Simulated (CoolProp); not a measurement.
Neopentane at 366.3 K and 13.7 MPa is throttled through a valve to 2.27 MPa with no heat exchange. Each further row changes one setting.

Computed with CoolProp (reference Helmholtz-energy equation of state, Lemmon 2006). It is a short technical equation, of lower accuracy than the large ones.

| case | temperature change (K) | final phase | final density (kg/m³) |
|---|---|---|---|
| as stated | +1.0 | liquid | 501 |
| outlet pressure 0.681 MPa | -16.7 | two-phase, vapour fraction 0.189 | 92.2 |
| outlet pressure 2.95 MPa | +1.1 | liquid | 504 |
